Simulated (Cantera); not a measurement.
A closed system holds: 1 mol SiCl₄, 0.086 mol O₂, equilibrated at 0.00610 bar.

Method: chemical equilibrium by Gibbs-energy minimisation in Cantera with the NASA 1993 tables (ideal gas, pure condensed phases). Candidate condensed phases: Si, SiO₂; 15 gas species. The numbers say what is thermodynamically allowed, not how fast it happens.

Problem. At 552 °C, list the 3 most abundant gas species with their mole fractions, and the condensed phases.

Solution. SiCl₄ 0.842, Cl₂ 0.158, Cl 8.37e-5. Condensed: SiO₂(α-quartz).
